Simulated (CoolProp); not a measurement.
Saturation properties of CH2F2 (R32) (Tc = 351.3 K, pc = 57.83 bar, ω = 0.277).

Computed with CoolProp (reference Helmholtz-energy equation of state, Tillner-Roth 1997).

| T (K) | p (bar) | liquid density (kg/m³) | vapour density (kg/m³) | enthalpy of vaporisation (kJ/kg) | liquid cp (kJ/(kg K)) | surface tension (mN/m) |
|---|---|---|---|---|---|---|
| 205.7 | 0.4217 | 1256 | 1.314 | 398.4 | … | … |
| 216.3 | 0.7718 | 1227 | 2.314 | 387.4 | 1.580 | 21.7 |
| 227 | 1.331 | 1198 | 3.861 | 375.8 | 1.596 | 19.6 |
| 237.6 | 2.162 | … | 6.108 | 363.6 | 1.617 | 17.5 |
| 248.3 | 3.365 | 1135 | … | 350.4 | 1.646 | 15.5 |
| 258.9 | 5.015 | 1102 | 13.70 | 336.2 | 1.681 | 13.5 |
| 269.6 | 7.246 | 1067 | 19.69 | 320.8 | 1.727 | 11.6 |
| 280.2 | 10.13 | 1030 | 27.60 | 303.9 | … | 9.76 |
| 290.9 | 13.85 | 990.3 | 38.21 | 285.0 | 1.866 | 7.96 |
| 301.5 | 18.46 | 946.8 | 52.21 | 263.9 | 1.976 | 6.26 |
| 312.2 | 24.21 | 897.7 | 71.26 | 239.5 | 2.144 | … |
| 322.9 | 31.23 | 840.7 | 97.81 | 210.4 | 2.429 | 3.11 |
| 333.5 | … | 770.7 | 136.8 | 174.1 | … | 1.73 |

Problem. Some entries are withheld; supply them.

Solution. 
- 205.7, liquid cp (kJ/(kg K)): 1.568
- 205.7, surface tension (mN/m): 23.8
- 237.6, liquid density (kg/m³): 1167
- 248.3, vapour density (kg/m³): 9.318
- 280.2, liquid cp (kJ/(kg K)): 1.786
- 312.2, surface tension (mN/m): 4.63
- 333.5, p (bar): 39.64
- 333.5, liquid cp (kJ/(kg K)): 3.031

It boils at 221.5 K under 1 atm.

Surface tension comes from a separate correlation (Mulero 2012).
